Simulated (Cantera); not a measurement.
**Catalytic combustion on Pt**

An isothermal plug-flow reactor at 1225 K and 760 Torr (inlet), inlet velocity 3.2 m/s, active area per volume 4400 1/m; feed 0.251 % CH₄, 5.38 % O₂, 94.4 % N₂.

Detailed kinetics in Cantera: Deutschmann's 1995 Pt surface mechanism with GRI-Mech 3.0 gas chemistry. Catalytic surfaces can have several steady states; this one follows from the mechanism file's or the stated starting coverage. Mass transfer to the wall is taken as infinitely fast.

```
z (m)       x CH₄    x O₂    x H₂O     x CO₂      x CO  θ free Pt   θ O*
-------  --------  ------  -------  --------  --------  ---------  -----
0.00026   0.00200  0.0528  0.00101  0.000500   3.31e-6      0.493  0.507
0.0005    0.00163  0.0520  0.00176  0.000876   2.70e-6      0.494  0.506
0.00096   0.00109  0.0509  0.00283   0.00141   1.81e-6      0.495  0.505
0.0018   0.000521  0.0498  0.00396   0.00198   8.70e-7      0.496  0.504
0.0036   0.000106  0.0490  0.00479   0.00239   1.80e-7      0.497  0.503
0.0069    5.79e-6  0.0488  0.00499   0.00249   1.18e-8      0.497  0.502
0.013     3.82e-8  0.0488  0.00501   0.00250   1.67e-9      0.497  0.502
0.026    3.51e-10  0.0487  0.00501   0.00250  8.97e-10      0.497  0.502
```
x: gas mole fraction; θ: surface coverage.
